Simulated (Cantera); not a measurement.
Input (Python, Cantera):

```python
import numpy as np
import cantera as ct

gas = ct.Solution("gri30.yaml")
gas.TPX = 1400, 11, {'C2H6': 1, 'N2': 81}
inlet = ct.Reservoir(gas, clone=True)

reactor = ct.IdealGasConstPressureReactor(gas, energy="off", clone=False)
exhaust = ct.Reservoir(gas, clone=True)
tau = [7.4, 3.7, 1.9, 0.95, 0.48, 0.24, 0.12, 0.061, 0.031, 0.016, 0.0079][0]
for a, b in ((inlet, reactor), (reactor, exhaust)):
    ct.MassFlowController(a, b, mdot=lambda t: reactor.mass / tau)
net = ct.ReactorNet([reactor])
show = ['C2H6', 'H2', 'CH3', 'CH2', 'C2H2', 'CH4']

rows = []
print(f"{'tau/s':>10s}{'T/K':>9s}" + "".join(f"{s:>11s}" for s in show))
for tau in [7.4, 3.7, 1.9, 0.95, 0.48, 0.24, 0.12, 0.061, 0.031, 0.016, 0.0079]:
    net.initial_time = 0.0
    net.advance(30 * tau)
    before = gas.X
    net.advance(40 * tau)
    drift = np.max(np.abs(gas.X - before) / (gas.X + 1e-9))
    rows.append([gas.T, *gas[show].X, drift])
    print(f"{tau:10.3e}{gas.T:9.1f}" + "".join(f"{x:11.3e}" for x in gas[show].X))
```

Result:

```
     tau/s      T/K       C2H6         H2        CH3        CH2       C2H2        CH4
 7.400e+00   1400.0  1.187e-03  1.256e-02  1.014e-03  2.283e-06  5.353e-03  3.040e-03
 3.700e+00   1400.0  2.186e-03  9.968e-03  1.345e-03  2.673e-06  3.458e-03  2.602e-03
 1.900e+00   1400.0  3.817e-03  7.283e-03  1.648e-03  2.830e-06  1.785e-03  1.865e-03
 9.500e-01   1400.0  6.322e-03  4.452e-03  1.746e-03  2.545e-06  6.030e-04  1.002e-03
 4.800e-01   1400.0  9.010e-03  2.087e-03  1.452e-03  1.793e-06  1.181e-04  3.900e-04
 2.400e-01   1400.0  1.088e-02  6.866e-04  9.362e-04  9.211e-07  1.211e-05  1.161e-04
 1.200e-01   1400.0  1.173e-02  1.545e-04  5.227e-04  3.221e-07  6.528e-07  3.125e-05
 6.100e-02   1400.0  1.202e-02  2.332e-05  2.812e-04  7.308e-08  2.011e-08  8.465e-06
 3.100e-02   1400.0  1.211e-02  2.747e-06  1.470e-04  1.196e-08  6.172e-10  2.246e-06
 1.600e-02   1400.0  1.215e-02  3.171e-07  7.683e-05  1.782e-09  3.030e-11  6.059e-07
 7.900e-03   1400.0  1.218e-02  3.033e-08  3.817e-05  2.218e-10  1.656e-12  1.486e-07
```

Model: GRI-Mech 3.0 (53 species, 325 reactions), integrated in Cantera. GRI-Mech 3.0 stops at C3 and has no aromatics, soot or wall deposition, so with more carbon than oxygen in the feed, carbon stays in small species such as C2H2 where larger ones or solid carbon would form. Radical loss at walls, strong at low pressure, is not modelled.
